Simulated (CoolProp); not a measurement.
Properties of C2F6 (R116) at several states (Tc = 293.0 K, pc = 30.48 bar, ω = 0.257).

Values from CoolProp's reference Helmholtz-energy equation of state, Lemmon 2006. It is a short technical equation, of lower accuracy than the large ones.

| T (K) | p (bar) | phase | density (kg/m³) | cv (kJ/(kg K)) | isothermal compressibility (1/MPa) |
|---|---|---|---|---|---|
| 347.1 | 0.221 | gas | 1.058 | ___ | 45.31 |
| 237.2 | 6.91 | liquid | ___ | ___ | ___ |
| 421.8 | 20.1 | gas | 83.64 | 0.8820 | ___ |
| 214.6 | 0.176 | gas | 1.369 | ___ | 57.13 |
| 408.4 | 0.349 | gas | 1.420 | 0.8600 | 28.69 |
| 285.7 | 23.7 | gas | 237.7 | ___ | 1.038 |

Problem. Some entries are withheld; supply them.

Solution. 
- 347.1, cv (kJ/(kg K)): 0.7833
- 237.2, density (kg/m³): 1396
- 237.2, cv (kJ/(kg K)): 0.6856
- 237.2, isothermal compressibility (1/MPa): 0.007805
- 421.8, isothermal compressibility (1/MPa): 0.5248
- 214.6, cv (kJ/(kg K)): 0.5667
- 285.7, cv (kJ/(kg K)): 0.7801
